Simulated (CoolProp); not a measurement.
Saturation properties of isobutane (Tc = 134.7 °C, pc = 3629 kPa, ω = 0.184).

Computed with CoolProp (reference Helmholtz-energy equation of state, Bücker 2006).

```tsv
T (°C)	p (kPa)	liquid density (kg/m³)	enthalpy of vaporisation (kJ/kg)	liquid cp (kJ/(kg K))	vapour Z	surface tension (mN/m)
-7.75	118.2	589.4	361.5	2.242	0.9539	13.7
-5.55	128.3	586.9	359.5	2.254	0.9511	13.5
-3.35	139.2	584.4	357.5	2.265	0.9482	13.2
-1.15	150.7	581.9	355.4	2.277	0.9452	13.0
1.05	162.9	579.4	353.3	2.288	0.9421	12.7
3.25	175.9	576.8	351.2	2.300	0.9389	12.5
5.45	189.6	574.3	349.1	2.312	0.9356	12.2
7.65	204.1	571.7	347.0	2.325	0.9321	12.0
9.85	219.5	569.1	344.8	2.337	0.9286	11.7
12.05	235.8	566.5	342.6	2.350	0.9249	11.5
14.15	252.1	564.0	340.4	2.363	0.9213	11.2
16.35	270.2	561.3	338.2	2.376	0.9174	11.0
18.55	289.2	558.6	335.9	2.389	0.9134	10.7
```

It boils at -11.7 °C under 1 atm.

Surface tension comes from a separate correlation (Mulero 2012).
